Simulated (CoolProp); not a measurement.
Vapour-liquid equilibrium of dimethyl carbonate (1) + n-nonane (2) at 345.8 K; x and y are mole fractions of (1).

Model: multi-fluid Helmholtz-energy mixture model, Zhou 2011 and Lemmon 2006; pair parameters Bell 2016, in CoolProp.

```tsv
x	bubble pressure (kPa)	y at the bubble point	dew pressure at overall composition x (kPa)	liquid density (mol/L)
0.05	15.70	0.567	7.459	5.416
0.125	26.79	0.762	8.076	5.648
0.2	35.38	0.831	8.803	5.899
0.275	41.53	0.864	9.673	6.171
0.35	45.65	0.882	10.73	6.469
0.425	48.24	0.892	12.05	6.797
0.5	?	0.899	13.74	7.159
0.575	50.77	0.904	15.98	7.562
0.65	51.50	0.908	19.07	8.014
0.725	52.23	?	23.63	8.522
0.8	53.15	0.921	30.96	9.100
0.875	54.29	0.937	44.06	9.759
0.95	55.52	0.966	54.93	?
```

Fill in the missing entries.


- 0.5, bubble pressure (kPa): 49.80
- 0.725, y at the bubble point: 0.913
- 0.95, liquid density (mol/L): 10.52

No azeotrope shows between x = 0.05 and 0.95.

The pair parameters rest on a limited set of measurements; away from them the model extrapolates. With so large a gap from Raoult's law the liquid may split in two, which this calculation doesn't test in full.
